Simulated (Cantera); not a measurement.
# Equilibrium for silicon oxide and oxynitride deposition: HMDSO + O3 + H2

Feed: 1 mol HMDSO, 1.3 mol O3, 22 mol H2, held at 9.00 Pa.

Equilibrium computed with Cantera from the NASA thermochemical tables; the gas is ideal and each condensed phase is pure. Candidate condensed phases: C, C6H6, C7H8, C8H18, H2O, Si, SiC, SiO2; 123 gas species. The feed counts by its element totals alone. Equilibrium is a limit: real reactors are often held back by kinetics, nucleation or transport.

```
T (°C)  log p H2  log p H  log p CO  log p Si  log p SiO  log p SiC2  n SiC(s)  n C(graphite)
------  --------  -------  --------  --------  ---------  ----------  --------  -------------
1200       -4.11    -6.95     -4.95     -9.56      -5.95      -14.19      1.55              0
1250       -4.11    -6.69     -4.95     -9.01      -5.95      -13.35      1.55              0
1300       -4.11    -6.45     -4.95     -8.49      -5.95      -12.57      1.55              0
1350       -4.11    -6.22     -4.95     -8.00      -5.95      -11.84      1.55              0
1400       -4.11    -6.00     -4.95     -7.54      -5.96      -11.15      1.54              0
1450       -4.12    -5.80     -4.96     -7.11      -5.97      -10.50      1.53              0
1500       -4.12    -5.61     -4.96     -6.72      -5.99       -9.88      1.51              0
1550       -4.13    -5.43     -4.96     -6.36      -6.06       -9.27      1.46              0
1600       -4.14    -5.26     -4.95     -6.07      -6.19       -8.66      1.36              0
1650       -4.16    -5.11     -4.95     -5.85      -6.45       -8.01      1.22              0
1700       -4.18    -4.96     -4.95     -5.73      -6.87       -7.32      1.07              0
1750       -4.22    -4.83     -4.97     -5.47      -6.98       -6.81     0.235          0.674
1800       -4.25    -4.71     -4.99     -5.42      -7.22       -6.66         0          0.822
1850       -4.30    -4.59     -5.00     -5.43      -7.50       -6.58         0          0.754
```
log p: log10 of the partial pressure in bar; n: condensed amount in mol.

From 1200 °C to 1700 °C the condensed part is SiC(s). At 1750 °C the condensed part is C(graphite) + SiC(s). From 1800 °C to 1850 °C the condensed part is C(graphite). The main Si-bearing gas is SiO at 1200 °C and Si at 1850 °C.
